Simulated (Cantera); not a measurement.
Input: 1 mol Al(CH3)3, 1.9 mol N2, 3.5 mol H2, equilibrated at 1925 K and 360 Pa.

Cantera equilibrium calculation (NASA polynomials, part measured and part estimated; ideal gas, pure solids and liquids). Candidate condensed phases: Al, AlN, C, C6H6, C7H8, C8H18; 97 gas species. The feed counts by its element totals alone. Kinetics and transport are ignored.

Base state: H2 0.766, N2 0.161, Al 0.0539, H 0.0139, HCN 0.00381, AlH 0.000939, C2H2 (acetylene) 0.000351, HNC 0.000188 (mole fractions); condensed: AlN(s) + C(graphite).

Q: What changes in the equilibrium state with this change: temperature from 1925 K to 1848.15 K?

A: 
```
species             before     after
----------------  --------  --------
H2                   0.766     0.828
N2                   0.161     0.150
Al                  0.0539    0.0108
H                   0.0139   0.00805
AlH               0.000939  0.000237
C2H2 (acetylene)  0.000351  0.000213
HNC               0.000188  0.000115
HCN                0.00381   0.00272
AlN(s), mol          0.434     0.894
C(graphite), mol      2.95      2.97
```
